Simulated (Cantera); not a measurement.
Charge: 1 mol Cu2O, 120 mol H2, 5.6 mol N2, at 1502 °C and 0.00200 bar.

Cantera equilibrium calculation (NASA polynomials, part measured and part estimated; ideal gas, pure solids and liquids). Candidate condensed phases: Cu, CuO, Cu(OH)2, Cu2O, H2O; 27 gas species. Kinetics and transport are ignored.

Base state: H2 0.927, N2 0.0438, Cu 0.0156, H2O 0.00781, H 0.00623 (mole fractions); condensed: gas only.

Task: What changes in the equilibrium state with this change: Cu2O replaced by Al2O3?

Result: 
| species | before | after |
|---|---|---|
| H2 | 0.927 | 0.949 |
| N2 | 0.0438 | 0.0444 |
| H | 0.00623 | 0.00631 |
| Cu | 0.0156 | 0 |
| H2O | 0.00781 | 9.60e-5 |
| Al | 0 | 5.53e-5 |
| Al2O3(s), mol | 0 | 0.996 |
Further candidate phases: Al, AlN, Al2O3.

Task: What changes in the equilibrium state with this change: pressure from 0.00200 bar to 8.50 bar?

Result: 
```csv
species,before,after
H2,0.927,0.947
N2,0.0438,0.0446
H2O,0.00781,0.00796
Cu,0.0156,4.75e-5
H,0.00623,9.66e-5
NH3,1.15e-8,5.09e-5
"Cu(l), mol",0,1.99
```
